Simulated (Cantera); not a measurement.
Charge: 1 mol Si, 2.8 mol Br2, a varied amount of N2, equilibrated at 1673 K and 0.133 bar.

Equilibrium computed with Cantera from the NASA thermochemical tables; the gas is ideal and each condensed phase is pure. Candidate condensed phases: Br2, Si, Si3N4; 13 gas species. The tables' values for SiBr3 are old estimates; treat these amounts as uncertain. The numbers say what is thermodynamically allowed, not how fast it happens.

x: gas mole fraction; nothing condenses.

| n(N2) (mol) | x N2 | x Br | x SiBr4 | x Br2 | x SiBr2 |
|---|---|---|---|---|---|
| 4.8 | 0.638 | 0.215 | 0.114 | 0.0132 | 0.00957 |
| 7.8 | ? | ? | ? | ? | 0.0108 |
| 13 | 0.812 | 0.122 | 0.0440 | 0.00421 | 0.0116 |
| 20 | 0.862 | 0.0929 | 0.0260 | 0.00246 | 0.0118 |
| 33 | 0.904 | 0.0670 | 0.0127 | 0.00128 | 0.0111 |
| 53 | 0.933 | ? | ? | ? | ? |
| 86 | 0.955 | 0.0337 | 0.00222 | 0.000323 | 0.00765 |

### Question
Complete the blanks.

### Answer

- 53, x Br: 0.0483
- 53, x SiBr4: 0.00575
- 53, x Br2: 0.000666
- 53, x SiBr2: 0.00963
- 7.8, x N2: 0.733
- 7.8, x Br: 0.165
- 7.8, x SiBr4: 0.0748
- 7.8, x Br2: 0.00776
